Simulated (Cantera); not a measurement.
What does this Cantera script print?

```python
import numpy as np
import cantera as ct

gas = ct.Solution("gri30.yaml")
gas.TPX = 1225, 230000, {'CH4': 0.0049, 'O2': 0.0032, 'N2': 1}
inlet = ct.Reservoir(gas, clone=True)

reactor = ct.IdealGasConstPressureReactor(gas, energy="off", clone=False)
exhaust = ct.Reservoir(gas, clone=True)
tau = [7.2, 3.1, 1.3, 0.55, 0.23, 0.099, 0.042, 0.018, 0.0075, 0.0032, 0.0013][0]
for a, b in ((inlet, reactor), (reactor, exhaust)):
    ct.MassFlowController(a, b, mdot=lambda t: reactor.mass / tau)
net = ct.ReactorNet([reactor])
show = ['CH4', 'O2', 'HCN', 'N2O', 'HO2']

rows = []
print(f"{'tau/s':>10s}{'T/K':>9s}" + "".join(f"{s:>11s}" for s in show))
for tau in [7.2, 3.1, 1.3, 0.55, 0.23, 0.099, 0.042, 0.018, 0.0075, 0.0032, 0.0013]:
    net.initial_time = 0.0
    net.advance(30 * tau)
    before = gas.X
    net.advance(40 * tau)
    drift = np.max(np.abs(gas.X - before) / (gas.X + 1e-9))
    rows.append([gas.T, *gas[show].X, drift])
    print(f"{tau:10.3e}{gas.T:9.1f}" + "".join(f"{x:11.3e}" for x in gas[show].X))
```

Output:

```
     tau/s      T/K        CH4         O2        HCN        N2O        HO2
 7.200e+00   1225.0  2.331e-03  6.433e-04  4.812e-10  3.408e-09  4.450e-08
 3.100e+00   1225.0  2.661e-03  1.127e-03  1.954e-10  5.227e-09  7.491e-08
 1.300e+00   1225.0  4.552e-03  2.987e-03  1.503e-13  1.283e-09  3.528e-08
 5.500e-01   1225.0  4.812e-03  3.148e-03  1.552e-15  3.237e-10  1.776e-08
 2.300e-01   1225.0  4.849e-03  3.168e-03  2.741e-16  9.786e-11  1.071e-08
 9.900e-02   1225.0  4.857e-03  3.173e-03  8.230e-17  3.343e-11  7.701e-09
 4.200e-02   1225.0  4.859e-03  3.174e-03  2.675e-17  1.247e-11  6.541e-09
 1.800e-02   1225.0  4.860e-03  3.174e-03  8.052e-18  4.921e-12  6.107e-09
 7.500e-03   1225.0  4.860e-03  3.174e-03  1.746e-18  1.809e-12  5.591e-09
 3.200e-03   1225.0  4.861e-03  3.174e-03  3.004e-19  5.812e-13  4.289e-09
 1.300e-03   1225.0  4.861e-03  3.174e-03  4.335e-20  1.413e-13  2.527e-09
```

Detailed kinetics in Cantera: GRI-Mech 3.0 (53 species, 325 reactions).
